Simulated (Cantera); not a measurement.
Source: NASA polynomial tables (part measured, part estimated), evaluated in Cantera. Values are per mole of reaction as written; species without (g) are pure solids or liquids, kept so even where they would boil at 1 bar.

Task: Between 1398 and 1898 K, where is each reaction favourable under standard conditions?
- 2 Ti + O₂(g) = 2 TiO(g)
- 0.8 Ta + O₂(g) = 0.4 Ta₂O₅
- 2 B + O₂(g) = B₂O₂(g)

Result: 
- 2 Ti + O₂(g) = 2 TiO(g): ΔG° is -151 kJ at 1398 K and -231 kJ at 1898 K; it stays negative (K > 1). ΔH° is 63 kJ and ΔS° 155 J/K at 1898 K.
- 0.8 Ta + O₂(g) = 0.4 Ta₂O₅: ΔG° is -576 kJ at 1398 K and -497 kJ at 1898 K; it stays negative (K > 1). ΔH° is -795 kJ and ΔS° -157 J/K at 1898 K.
- 2 B + O₂(g) = B₂O₂(g): ΔG° is -490 kJ at 1398 K and -500 kJ at 1898 K; it stays negative (K > 1). ΔH° is -467 kJ and ΔS° 18 J/K at 1898 K.
